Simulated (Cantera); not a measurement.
Input: 1 mol Al, 5.6 mol H2O, 1.3 mol H2, 0.9 mol NH3, at 2100 K and 0.660 bar.

These are equilibrium values from Cantera (NASA tables, ideal gas, pure condensed phases), not measurements of a reactor. Candidate condensed phases: Al, AlN, Al2O3, H2O; 35 gas species. Gases not in the tables: Al(OH)3. Rates play no part.

Base state: H2 0.475, H2O 0.470, N2 0.0516, H 0.00264, OH 0.000311 (mole fractions); condensed: Al2O3(s).

Task: What changes in the equilibrium state with this change: pressure from 0.660 bar to 5.80 mbar?

Result: 
```json
[
 {"species": "H2O", "before": "0.470", "after": "0.460"},
 {"species": "H2", "before": "0.475", "after": "0.458"},
 {"species": "N2", "before": "0.0516", "after": "0.0509"},
 {"species": "H", "before": "0.00264", "after": "0.0277"},
 {"species": "O2", "before": "5.21e-7", "after": "6.13e-5"},
 {"species": "O", "before": "1.24e-6", "after": "0.000143"},
 {"species": "NO", "before": "4.01e-6", "after": "4.32e-5"},
 {"species": "OH", "before": "0.000311", "after": "0.00331"},
 {"species": "Al2O3(s), mol", "before": "0.500", "after": "0.500"}
]
```

Task: What changes in the equilibrium state with this change: temperature from 2100 K to 1575 K?

Result: 
| species | before | after |
|---|---|---|
| H2 | 0.475 | 0.477 |
| H2O | 0.470 | 0.471 |
| N2 | 0.0516 | 0.0517 |
| H | 0.00264 | 3.53e-5 |
| OH | 0.000311 | 1.27e-6 |
| Al2O3(s), mol | 0.500 | 0.500 |
